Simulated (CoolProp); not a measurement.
Ethanol along the isotherm 455.2 K: Z from the reference equation and from simpler models built on Tc = 514.7 K, pc = 62.68 bar, ω = 0.644; each cubic takes its own stable root.

Computed with CoolProp (reference Helmholtz-energy equation of state, Schroeder 2014).

```tsv
p (bar)	phase	reference	van der Waals	Redlich-Kwong	Soave-Redlich-Kwong	Peng-Robinson
0.991	gas	0.9914	0.9937	0.9923	0.9913	0.9907
1.54	gas	0.9865	0.9901	0.9880	0.9865	0.9854
2.4	gas	0.9789	0.9845	0.9812	0.9788	0.9772
3.74	gas	0.9667	0.9757	0.9705	0.9666	0.9641
5.83	gas	0.9470	0.9617	0.9535	0.9472	0.9433
9.07	gas	0.9148	0.9392	0.9261	…	0.9097
14.1	gas	0.8596	0.9020	0.8809	0.8627	0.8535
22	liquid	0.04506	0.8368	0.8006	0.05685	0.05015
34.2	liquid	0.06941	…	0.09859	0.08728	0.07708
53.3	liquid	0.1068	0.2016	0.1483	0.1337	0.1182
83	liquid	0.1635	0.2973	0.2216	…	0.1803
129	liquid	0.2488	0.4386	0.3290	0.3073	0.2728
201	liquid	0.3776	0.6492	0.4875	0.4625	0.4115
313	liquid	0.5698	0.9612	0.7200	0.6922	0.6173
```

Problem. Fill in the missing entries.

Solution. 
- 9.07, Soave-Redlich-Kwong: 0.9157
- 34.2, van der Waals: 0.7056
- 83, Soave-Redlich-Kwong: 0.2035

At some of these states van der Waals, Redlich-Kwong gives the other phase, because its saturation line lies elsewhere.
